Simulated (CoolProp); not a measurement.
n-dodecane along the isotherm 620 K: density (kg/m³) from the reference equation and from simpler models built on Tc = 658.1 K, pc = 18.18 bar, ω = 0.574; each cubic takes its own stable root.

The numbers come from the reference Helmholtz-energy equation of state, Lemmon 2004 in CoolProp. It is a short technical equation, of lower accuracy than the large ones.

| p (bar) | phase | reference | van der Waals | Redlich-Kwong | Soave-Redlich-Kwong | Peng-Robinson |
|---|---|---|---|---|---|---|
| 9.09 | gas | 43.56 | 37.97 | ___ | 40.96 | 42.04 |
| 18.2 | liquid | 442.1 | 246.3 | ___ | 347.3 | 391.0 |
| 27.3 | liquid | 455.8 | 268.9 | 346.6 | 366.4 | 411.7 |
| 36.4 | liquid | 466.4 | 282.6 | 364.4 | 380.7 | 427.3 |
| 45.4 | liquid | 475.1 | 292.6 | 378.1 | 392.2 | 439.9 |
| 54.5 | liquid | 482.6 | 300.7 | 389.5 | 402.1 | 450.6 |
| 63.6 | liquid | ___ | 307.4 | 399.3 | 410.7 | 459.9 |
| 72.7 | liquid | 495.2 | 313.2 | 407.8 | 418.3 | 468.2 |
| 81.8 | liquid | 500.7 | 318.3 | 415.5 | 425.1 | 475.6 |
| 90.9 | liquid | 505.7 | 322.8 | 422.3 | 431.3 | 482.3 |

Q: Some entries are withheld; supply them.

A: 
- 9.09, Redlich-Kwong: 39.78
- 18.2, Redlich-Kwong: 320.6
- 63.6, reference: 489.3
